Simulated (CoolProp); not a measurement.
Properties of n-octane along the isotherm 346.4 K.

Computed with CoolProp (reference Helmholtz-energy equation of state, Beckmüller 2019).

| p (bar) | phase | cp (kJ/(kg K)) | speed of sound (m/s) | expansivity (1/kK) | viscosity (µPa s) | Prandtl number |
|---|---|---|---|---|---|---|
| 0.118 | gas | 1.872 | 160.4 | 3.009 | 6.61 | 0.832 |
| 0.268 | liquid | 2.416 | 976.2 | 1.304 | 309 | 6.77 |
| 0.404 | liquid | 2.416 | 976.3 | 1.304 | 309 | 6.77 |
| 0.61 | liquid | 2.416 | 976.5 | 1.303 | 309 | 6.77 |
| 0.921 | liquid | 2.416 | 976.8 | 1.303 | 310 | 6.77 |
| 1.39 | liquid | 2.416 | 977.2 | 1.302 | 310 | 6.77 |
| 2.09 | liquid | 2.416 | 977.9 | 1.301 | 310 | 6.78 |
| 3.16 | liquid | 2.415 | 978.9 | 1.299 | 310 | 6.78 |
| 4.77 | liquid | 2.415 | 980.4 | 1.296 | 311 | 6.79 |
| 7.19 | liquid | 2.414 | 982.6 | 1.292 | 312 | 6.79 |
| 10.9 | liquid | 2.413 | 986.0 | 1.285 | 313 | 6.81 |
| 16.4 | liquid | 2.412 | 991.0 | 1.276 | 315 | 6.83 |
| 24.7 | liquid | 2.409 | 998.4 | 1.262 | 318 | 6.85 |
| 37.3 | liquid | 2.406 | 1009 | 1.242 | 322 | 6.90 |

Viscosity comes from a separate model (Huber 2004). Thermal conductivity comes from a separate model (Huber 2005).
